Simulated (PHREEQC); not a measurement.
## Nickel, zinc or cadmium bath: an equilibrium model

A solution holds 0.0032 mol/kgw NiCl2 and 0.0028 mol/kgw NaCl, at 58 °C. Closed to the air; pH follows from the charge balance.

Model: ion-association model, wateq4f.dat, run in PHREEQC.

```
Item                     Value
--------------  --------------
pH                        5.82
ionic strength  0.0123 mol/kgw
```

```tsv
species	molality	activity	log γ
Cl-	0.00915	0.00810	-0.053
Ni+2	0.00315	0.00195	-0.209
Na+	0.00280	0.00249	-0.052
NiCl+	4.47e-5	3.96e-5	-0.052
H+	1.68e-6	1.51e-6	-0.045
NiOH+	1.62e-6	1.43e-6	-0.052
NiCl2	1.16e-6	1.17e-6	0.001
OH-	6.23e-8	5.51e-8	-0.053
```

Precipitation was switched off in this run. Constants without temperature data keep their 25 °C values here.
